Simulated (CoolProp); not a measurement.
Vapour pressure (bar) of methanol: the reference equation beside estimates from Tc = 513.4 K, pc = 82.16 bar, ω = 0.565. Clausius-Clapeyron is anchored at 364.8 K with a constant enthalpy of vaporisation of 33.41 kJ/mol.

Model: reference Helmholtz-energy equation of state, de Reuck 1993, in CoolProp.

```json
[
 {"T (K)": "343", "reference": "1.247", "Lee-Kesler": "…", "Clausius-Clapeyron": "1.341", "van der Waals": "12.93", "Redlich-Kwong": "4.786", "Peng-Robinson": "1.242"},
 {"T (K)": "348.4", "reference": "1.525", "Lee-Kesler": "1.492", "Clausius-Clapeyron": "1.609", "van der Waals": "14.03", "Redlich-Kwong": "…", "Peng-Robinson": "1.528"},
 {"T (K)": "353.9", "reference": "1.860", "Lee-Kesler": "1.836", "Clausius-Clapeyron": "1.924", "van der Waals": "15.22", "Redlich-Kwong": "6.304", "Peng-Robinson": "1.873"},
 {"T (K)": "359.4", "reference": "2.253", "Lee-Kesler": "2.240", "Clausius-Clapeyron": "2.290", "van der Waals": "16.48", "Redlich-Kwong": "7.190", "Peng-Robinson": "2.278"},
 {"T (K)": "364.8", "reference": "2.702", "Lee-Kesler": "2.704", "Clausius-Clapeyron": "2.702", "van der Waals": "17.77", "Redlich-Kwong": "8.144", "Peng-Robinson": "2.742"},
 {"T (K)": "370.3", "reference": "…", "Lee-Kesler": "3.252", "Clausius-Clapeyron": "3.182", "van der Waals": "…", "Redlich-Kwong": "9.205", "Peng-Robinson": "3.289"},
 {"T (K)": "375.8", "reference": "3.843", "Lee-Kesler": "3.884", "Clausius-Clapeyron": "3.729", "van der Waals": "20.61", "Redlich-Kwong": "10.36", "Peng-Robinson": "3.920"},
 {"T (K)": "381.2", "reference": "4.531", "Lee-Kesler": "4.596", "Clausius-Clapeyron": "4.339", "van der Waals": "22.10", "Redlich-Kwong": "11.60", "Peng-Robinson": "…"},
 {"T (K)": "386.7", "reference": "5.330", "Lee-Kesler": "5.422", "Clausius-Clapeyron": "5.041", "van der Waals": "23.70", "Redlich-Kwong": "12.95", "Peng-Robinson": "5.455"}
]
```

### Question
Complete the blanks.

### Answer

- 343, Lee-Kesler: 1.208
- 348.4, Redlich-Kwong: 5.500
- 370.3, reference: 3.231
- 370.3, van der Waals: 19.16
- 381.2, Peng-Robinson: 4.631

Absolute difference from the reference over all 9 rows, mean and median: Lee-Kesler 1.3 and 1.3 %, Clausius-Clapeyron 3.6 and 3.4 %, van der Waals 591.8 and 557.7 %, Redlich-Kwong 206.4 and 201.4 %, Peng-Robinson 1.4 and 1.5 %.
